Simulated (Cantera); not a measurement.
Charge: 1 mol trisilylamine, 6.5 mol NH3, 0.19 mol H2.

Equilibrium computed with Cantera from the NASA thermochemical tables; the gas is ideal and each condensed phase is pure. Candidate condensed phases: Si, Si3N4; 18 gas species. The feed counts by its element totals alone. Mutual solubility and eutectic melting of coexisting phases are not modelled. Equilibrium is a limit: real reactors are often held back by kinetics, nucleation or transport.

**Question.** What condenses at these points (T in K, P in Pa): (1973, 17); (1673, 2400); (1923, 210); (1723, 29000); (1873, 8400); (1673, 710)?

**Answer.** 
| T (K) | P in Pa | condensed phases | Si condensed (%) |
|---|---|---|---|
| 1973 | 17 | gas only | 0.0 |
| 1673 | 2400 | Si3N4 | 100.0 |
| 1923 | 210 | Si | 94.6 |
| 1723 | 29000 | Si3N4 | 100.0 |
| 1873 | 8400 | Si | 99.9 |
| 1673 | 710 | Si + Si3N4 | 100.0 |
